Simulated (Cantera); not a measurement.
Feed: 1 mol BCl3, a varied amount of NH3, 160 mol H2, equilibrated at 1325 K and 32.3 Torr.

Method: chemical equilibrium by Gibbs-energy minimisation in Cantera with the NASA 1993 tables (ideal gas, pure condensed phases). Candidate condensed phases: B, BN, NH4Cl; 21 gas species. Mutual solubility and eutectic melting of coexisting phases are not modelled. Kinetics and transport are ignored.

Question: At 0.55 mol NH3, list the 3 most abundant gas species with their mole fractions, and the condensed phases.

Answer: H2 0.982, HCl 0.0184, BCl3 1.63e-5. Condensed: B(s) + BN(s).
